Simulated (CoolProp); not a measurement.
A single-stage vapour-compression cycle with R13: evaporating at 214.15 K (dew point), condensing at 237.15 K (bubble point), superheat 2 K, subcooling 0 K, compressor efficiency 0.75, no pressure losses. Each further row changes one setting.

The numbers come from the reference Helmholtz-energy equation of state, Platzer 1990 in CoolProp. This equation is an older, rougher fit; its heat capacities, sound speeds and derivatives of the liquid may be far off and weren't checked against measurements.

| case | cooling COP | pressure ratio | discharge temperature (K) | refrigerating effect (kJ/kg) | volumetric capacity (kJ/m³) |
|---|---|---|---|---|---|
| as stated | 6.13 | 2.37 | 255.6 | 116 | 2160 |
| evaporating temperature 219.15 K | 8.19 | 1.93 | 251.5 | 118 | 2660 |
| condensing temperature 232.15 K | 8.06 | 1.99 | 247.5 | 121 | 2250 |
| subcooling 5 K | 6.40 | 2.37 | 255.6 | 121 | 2250 |
| superheat 12 K | 6.07 | 2.37 | 266.1 | 122 | 2140 |
| compressor efficiency 0.65 | 5.32 | 2.37 | 259.9 | 116 | 2160 |
